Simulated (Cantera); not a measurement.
A closed system holds: 1 mol PH3, 1.2 mol H2, 2.4 mol O2, at 1698.15 K and 0.173 Torr.

Cantera equilibrium calculation (NASA polynomials, part measured and part estimated; ideal gas, pure solids and liquids). Gases not in the tables: HPO2, HPO3 and P4O6. Equilibrium is a limit: real reactors are often held back by kinetics, nucleation or transport.

| species | before | after |
|---|---|---|
| H2O | 0.706 | 0.713 |
| PO2 | 0.264 | 0.265 |
| O2 | 0.0165 | 0.0145 |
| H2 | 0.00715 | 0.00319 |
| H | 0.000807 | 0.000224 |
| O | 0.000371 | 0.000145 |
| PO | 0.00133 | 0.000591 |
| OH | 0.00410 | 0.00257 |
Gas species are given as mole fractions.

Question: Name the change that produced these shifts.
(A) H2 from 1.2 to 0.22 mol
(B) H2 from 1.2 to 1.4 mol
(C) pressure from 0.173 Torr to 1.00 Torr
(D) pressure from 0.173 Torr to 750 Torr

Answer: C, pressure from 0.173 Torr to 1.00 Torr
